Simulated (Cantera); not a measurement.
An isothermal, constant-pressure homogeneous reactor starts with 78.7 % N₂O, 21.3 % N₂, at 1350 K and 10.00 Torr.

Model: GRI-Mech 3.0 (53 species, 325 reactions), integrated in Cantera. GRI-Mech 3.0 was tuned for natural gas; its chemistry of N2O as a main component is partial and can be far from experiment. Radical loss at walls, strong at low pressure, is not modelled. The mechanism lacks the step 2 NO + O2 → 2 NO2, which can matter for NO2 below about 1400 K. The temperature is held fixed by assumption; the heat of reaction is taken as removed at once.

One state of this run: x N₂O = 0.694; x NO₂ = 1.24e-6; x NO = 0.0115; x N₂ = 0.267; x O₂ = 0.0277; x O = 1.43e-5. x: mole fraction; the columns are a selection and need not sum to one.

### Question
Which value of t (s) does it belong to?
(A) 0.00737
(B) 0.898
(C) 0.403
(D) 0.000668

### Answer
B, 0.898
